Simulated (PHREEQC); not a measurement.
1 kg of water holding 0.25 mol NaCl and 0.015 mol KCl meets 20 L of dry gas (CO2 0.3, N2 0.7 by moles) at fixed total pressure, at 100 °C; fugacities by Peng-Robinson. The gases take part in no redox reaction, some water evaporates into the gas, and hydrates or a liquid gas phase aren't modelled. No solid was allowed to form.

Model: ion-association model, phreeqc.dat, run in PHREEQC.

| P (atm) | dissolved CO2 (all carbonate carbon) (mol/kgw) | φ of CO2 | p of CO2 (atm) |
|---|---|---|---|
| 2 | 0.00299 | 0.996 | 0.300 |
| 5 | 0.0116 | 0.987 | 1.19 |
| 10 | 0.0257 | 0.976 | 2.67 |
| 20 | 0.0525 | 0.956 | 5.63 |
| 30 | 0.0779 | 0.936 | 8.60 |
| 40 | 0.102 | 0.917 | 11.6 |
| 50 | 0.124 | 0.899 | 14.5 |
| 75 | 0.175 | 0.857 | 22.0 |
| 100 | 0.219 | 0.819 | 29.4 |
| 150 | 0.289 | 0.757 | 44.3 |
| 200 | 0.342 | 0.708 | 59.1 |
| 300 | 0.417 | 0.641 | 88.9 |
| 400 | 0.468 | 0.603 | 119 |

Constants without temperature data keep their 25 °C values here.
